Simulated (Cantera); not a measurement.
Charge: 1 mol SiHCl3, 22 mol N2, equilibrated at 1450 K and 90.0 Pa.

These are equilibrium values from Cantera (NASA tables, ideal gas, pure condensed phases), not measurements of a reactor. The tables' values for SiCl3 are old estimates; treat these amounts as uncertain. Kinetics and transport are ignored.

```json
[
 {"species": "N2", "before": "0.919", "after": "0.910"},
 {"species": "SiCl2", "before": "0.0379", "after": "0.0399"},
 {"species": "HCl", "before": "0.0369", "after": "0.0325"},
 {"species": "Cl", "before": "0.000193", "after": "0.0106"},
 {"species": "Si", "before": "7.47e-8", "after": "0.000692"},
 {"species": "SiCl4", "before": "0.000848", "after": "1.59e-6"},
 {"species": "SiCl", "before": "1.91e-6", "after": "0.000557"},
 {"species": "H", "before": "1.55e-5", "after": "0.00157"},
 {"species": "SiCl3", "before": "0.00297", "after": "0.000217"},
 {"species": "H2", "before": "0.00242", "after": "0.00364"}
]
```
Gas species are given as mole fractions.

Task: Name the change that produced these shifts.
(A) temperature from 1450 K to 1898 K
(B) N2 from 22 to 3.6 mol
(C) N2 from 22 to 54 mol
(D) temperature from 1450 K to 1798.15 K

Result: A, temperature from 1450 K to 1898 K. The tables' values for SiCl, SiCl3 are old estimates; treat these amounts as uncertain
